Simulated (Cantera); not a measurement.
Cantera run, input and output.

```python
import numpy as np
import cantera as ct

gas = ct.Solution("gri30.yaml")
gas.TPX = 425, 590000, {'CH4': 1, 'C2H6': 0.17, 'C3H8': 0.42, 'O2': 5.05, 'N2': 19}
inlet = ct.Reservoir(gas, clone=True)
gas.equilibrate("HP")  # start burning
reactor = ct.IdealGasConstPressureReactor(gas, energy="on", clone=False)
exhaust = ct.Reservoir(gas, clone=True)
tau = [0.31, 0.15, 0.072, 0.035, 0.017, 0.008, 0.0038, 0.0018, 0.00089, 0.00043, 0.0002, 9.8e-05][0]
for a, b in ((inlet, reactor), (reactor, exhaust)):
    ct.MassFlowController(a, b, mdot=lambda t: reactor.mass / tau)
net = ct.ReactorNet([reactor])
show = ['CH4', 'C2H6', 'C3H8', 'O', 'CH2CO']

rows = []
print(f"{'tau/s':>10s}{'T/K':>9s}" + "".join(f"{s:>11s}" for s in show))
for tau in [0.31, 0.15, 0.072, 0.035, 0.017, 0.008, 0.0038, 0.0018, 0.00089, 0.00043, 0.0002, 9.8e-05]:
    net.initial_time = 0.0
    net.advance(30 * tau)
    before = gas.X
    net.advance(40 * tau)
    drift = np.max(np.abs(gas.X - before) / (gas.X + 1e-9))
    rows.append([gas.T, *gas[show].X, drift])
    print(f"{tau:10.3e}{gas.T:9.1f}" + "".join(f"{x:11.3e}" for x in gas[show].X))
```

Output:

```
     tau/s      T/K        CH4       C2H6       C3H8          O      CH2CO
 3.100e-01   2291.7  1.417e-07  2.287e-09  6.720e-09  2.309e-04  8.387e-09
 1.500e-01   2292.1  2.882e-07  4.693e-09  1.379e-08  2.359e-04  1.736e-08
 7.200e-02   2292.2  5.851e-07  9.682e-09  2.841e-08  2.443e-04  3.621e-08
 3.500e-02   2291.6  1.157e-06  1.968e-08  5.757e-08  2.578e-04  7.447e-08
 1.700e-02   2289.0  2.243e-06  3.992e-08  1.160e-07  2.803e-04  1.525e-07
 8.000e-03   2282.9  4.322e-06  8.313e-08  2.379e-07  3.216e-04  3.188e-07
 3.800e-03   2271.6  7.899e-06  1.699e-07  4.740e-07  3.939e-04  6.499e-07
 1.800e-03   2253.5  1.388e-05  3.432e-07  9.213e-07  5.162e-04  1.301e-06
 8.900e-04   2228.9  2.314e-05  6.553e-07  1.679e-06  6.942e-04  2.451e-06
 4.300e-04   2195.4  3.929e-05  1.260e-06  3.054e-06  9.562e-04  4.612e-06
 2.000e-04   2150.4  7.049e-05  2.495e-06  5.694e-06  1.319e-03  8.780e-06
 9.800e-05   2098.1  1.281e-04  4.791e-06  1.038e-05  1.702e-03  1.590e-05
```

Computed with Cantera and GRI-Mech 3.0 (53 species, 325 reactions). GRI-Mech 3.0 was tuned for natural gas; its chemistry of propane as a main component is partial and can be far from experiment.
